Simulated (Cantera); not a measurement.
Cantera run, input and output.

```python
import numpy as np
import cantera as ct

gas = ct.Solution("gri30.yaml")
gas.TPX = 1125, 83000, {'CO': 0.0097, 'O2': 0.079, 'H2O': 0.00021, 'N2': 1}
reactor = ct.IdealGasConstPressureReactor(gas, energy="off", clone=False)
net = ct.ReactorNet([reactor])
net.rtol, net.atol = 1e-08, 1e-18
show = ['CO', 'O2', 'H2O', 'H', 'HO2']
times = np.geomspace(9e-06, 200, 9)

steps = ct.SolutionArray(gas, extra=["t"])
rows = []
print(f"{'t/s':>10s}{'T/K':>9s}{'P/Pa':>11s}" + "".join(f"{s:>11s}" for s in show))
for t in times:
    while net.time < t:
        t_next = net.step()
        steps.append(gas.state, t=t_next)
    rows.append([np.interp(t, steps.t, y) for y in (steps.T, steps.P, *steps(*show).X.T)])
    print(f"{t:10.3e}{rows[-1][0]:9.1f}{rows[-1][1]:11.4g}" + "".join(f"{x:11.3e}" for x in rows[-1][2:]))
rate = np.gradient(steps.T, steps.t)
print("integrator steps:", len(steps.t))
if steps.T.max() > steps.T[0] + 200:
    print(f"time of steepest temperature rise: {steps.t[rate.argmax()]:.4e} s")
gas.TPX = 1125, 83000, {'CO': 0.0097, 'O2': 0.079, 'H2O': 0.00021, 'N2': 1}
gas.equilibrate("TP")
print(f"equilibrium (TP): T = {gas.T:.1f} K  " + "  ".join(f"{s} {gas[s].X[0]:.3e}" for s in show))
```

Result:

```
       t/s      T/K       P/Pa         CO         O2        H2O          H        HO2
 9.000e-06   1125.0    8.3e+04  8.908e-03  7.255e-02  1.929e-04  8.610e-16  6.073e-15
 7.457e-05   1125.0    8.3e+04  8.908e-03  7.255e-02  1.929e-04  9.045e-14  1.018e-13
 6.179e-04   1125.0    8.3e+04  8.908e-03  7.255e-02  1.929e-04  3.900e-12  2.172e-11
 5.120e-03   1125.0    8.3e+04  8.908e-03  7.255e-02  1.929e-04  7.836e-11  2.548e-09
 4.243e-02   1125.0    8.3e+04  8.741e-03  7.245e-02  1.910e-04  4.106e-07  1.116e-06
 3.515e-01   1125.0    8.3e+04  7.280e-04  6.873e-02  1.922e-04  7.203e-08  4.985e-07
 2.913e+00   1125.0    8.3e+04  9.628e-06  6.840e-02  1.935e-04  1.983e-10  3.339e-08
 2.414e+01   1125.0    8.3e+04  1.249e-08  6.840e-02  1.937e-04  9.792e-13  6.525e-10
 2.000e+02   1125.0    8.3e+04  1.007e-10  6.840e-02  1.937e-04  6.919e-14  9.998e-11
integrator steps: 1833
equilibrium (TP): T = 1125.0 K  CO 1.002e-10  O2 6.837e-02  H2O 1.937e-04  H 6.896e-14  HO2 9.975e-11
```

Cantera simulation using GRI-Mech 3.0 (53 species, 325 reactions); the numbers are that mechanism's predictions, not measurements.
